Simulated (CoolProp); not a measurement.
Fluoroethane (R161) along the isobar 0.97 MPa: density (kg/m³) from the reference equation and from simpler models built on Tc = 375.2 K, pc = 5.010 MPa, ω = 0.216; each cubic takes its own stable root.

Computed with CoolProp (reference Helmholtz-energy equation of state, Wu 2012).

| T (K) | phase | reference |
|---|---|---|
| 142.5 | liquid | 941.0 |
| 151.4 | liquid | 929.4 |
| 160.4 | liquid | 917.8 |
| 169.4 | liquid | 906.3 |
| 178.4 | liquid | 894.7 |
| 187.3 | liquid | 883.3 |
| 196.3 | liquid | 871.6 |
| 205.3 | liquid | 859.9 |
| 214.3 | liquid | 848.0 |
| 223.2 | liquid | 836.0 |
| 232.2 | liquid | 823.6 |
| 241.2 | liquid | 810.7 |

Q: How far does each simpler model (van der Waals, Redlich-Kwong, Soave-Redlich-Kwong) lie from the reference over these 12 states: mean and median of the absolute difference, and the worst?

A: 
- van der Waals: mean 42.7 %, median 42.6 %, worst -43.0 % at 241.2 K and 0.97 MPa
- Redlich-Kwong: mean 15.2 %, median 14.9 %, worst -16.5 % at 241.2 K and 0.97 MPa
- Soave-Redlich-Kwong: mean 13.8 %, median 13.7 %, worst -14.2 % at 142.5 K and 0.97 MPa
